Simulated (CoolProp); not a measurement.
Vapour-liquid equilibrium of n-pentane (1) + acetone (2) at 129.25 °C; x and y are mole fractions of (1).

Computed with CoolProp (multi-fluid Helmholtz-energy mixture model, Thol 2019 and Lemmon 2006; pair parameters Bell 2016).

```tsv
x	bubble pressure, mixture model (MPa)	bubble pressure, Raoult's law (MPa)	y, mixture model	y, Raoult's law
0.05	0.8373	0.7610	0.134	0.072
0.15	0.9799	0.7955	0.304	0.205
0.25	1.077	0.8300	0.409	0.328
0.35	1.144	0.8645	0.484	0.441
0.45	1.189	0.8989	0.546	0.545
0.55	1.217	0.9334	0.602	0.641
0.65	1.229	0.9679	0.661	0.731
0.75	1.225	1.002	0.727	0.815
0.85	1.198	1.037	0.809	0.892
0.95	1.137	1.071	0.923	0.965
```

The largest gap from Raoult's law is +32.3 % in bubble pressure, at x = 0.35. y crosses x between x = 0.65 and 0.75: the model has an azeotrope there.

The pair parameters rest on a limited set of measurements; away from them the model extrapolates.
